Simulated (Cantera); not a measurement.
A Cantera script and its output.

```python
import numpy as np
import cantera as ct

gas = ct.Solution("gri30.yaml")
gas.TPX = 400, 210000, {'CH3OH': 1, 'O2': 1.79, 'N2': 4.64}
flame = ct.FreeFlame(gas, width=0.024)
flame.set_refine_criteria(ratio=3, slope=0.08, curve=0.16)
flame.transport_model = "mixture-averaged"
flame.solve(loglevel=0, auto=True)
z, T = flame.grid, flame.T
thick = (T[-1] - T[0]) / np.gradient(T, z).max()
show = ['CH3OH', 'O2', 'H2', 'CO', 'HCO', 'CH2O']
print(f"laminar burning velocity  {flame.velocity[0] * 100:.3f} cm/s")
print(f"burnt temperature         {T[-1]:.1f} K")
print(f"thermal thickness         {thick * 1e3:.4f} mm")
print(f"grid points               {len(z)}")
z0 = z[flame.heat_release_rate.argmax()]
print(f"{'z/mm':>9s}{'T/K':>9s}{'u/(m/s)':>9s}" + "".join(f"{s:>11s}" for s in show))
rows = []
for k in (-3, -2, -1.5, -1, -0.5, -0.25, 0, 0.25, 0.5, 1, 2, 4, 8):
    zz = z0 + k * thick
    rows.append([k * thick, np.interp(zz, z, T), np.interp(zz, z, flame.velocity),
                 *(np.interp(zz, z, flame.X[gas.species_index(s)]) for s in show)])
    print(f"{rows[-1][0] * 1e3:9.3f}{rows[-1][1]:9.1f}{rows[-1][2]:9.3f}" + "".join(f"{x:11.3e}" for x in rows[-1][3:]))
```

Output:

```
laminar burning velocity  71.827 cm/s
burnt temperature         2411.3 K
thermal thickness         0.1412 mm
grid points               149
     z/mm      T/K  u/(m/s)      CH3OH         O2         H2         CO        HCO       CH2O
   -0.424    400.1    0.719  1.344e-01  2.406e-01  1.082e-03  4.890e-06  4.903e-21  2.199e-07
   -0.282    401.9    0.724  1.341e-01  2.399e-01  3.227e-03  6.722e-05  1.393e-18  4.364e-06
   -0.212    409.9    0.741  1.334e-01  2.385e-01  5.937e-03  3.566e-04  1.010e-16  3.111e-05
   -0.141    474.6    0.867  1.292e-01  2.313e-01  1.132e-02  2.828e-03  1.013e-13  3.853e-04
   -0.071    873.5    1.651  9.712e-02  1.929e-01  1.971e-02  2.069e-02  2.023e-08  4.267e-03
   -0.035   1301.8    2.537  5.316e-02  1.506e-01  2.399e-02  4.347e-02  1.083e-05  9.594e-03
    0.000   1755.3    3.523  6.800e-03  1.036e-01  2.405e-02  6.866e-02  2.122e-04  6.044e-03
    0.035   1922.8    3.864  4.477e-05  7.586e-02  1.553e-02  6.120e-02  1.822e-05  1.525e-04
    0.071   1998.4    3.989  1.137e-07  6.282e-02  1.163e-02  4.680e-02  2.880e-07  1.015e-06
    0.141   2103.3    4.158  2.607e-11  5.353e-02  1.004e-02  3.147e-02  6.620e-08  1.260e-09
    0.282   2219.9    4.353  1.901e-15  4.767e-02  8.163e-03  2.175e-02  2.595e-08  1.261e-10
    0.565   2322.4    4.525  3.685e-17  4.349e-02  5.671e-03  1.561e-02  8.818e-09  6.476e-11
    1.130   2387.3    4.631  1.302e-17  4.079e-02  3.927e-03  1.115e-02  3.358e-09  3.464e-11
```

Detailed kinetics in Cantera: GRI-Mech 3.0 (53 species, 325 reactions). GRI-Mech 3.0 was tuned for natural gas; its chemistry of methanol as a main component is partial and can be far from experiment. Burning velocities carry a grid error of a few per cent, more on coarse grids.
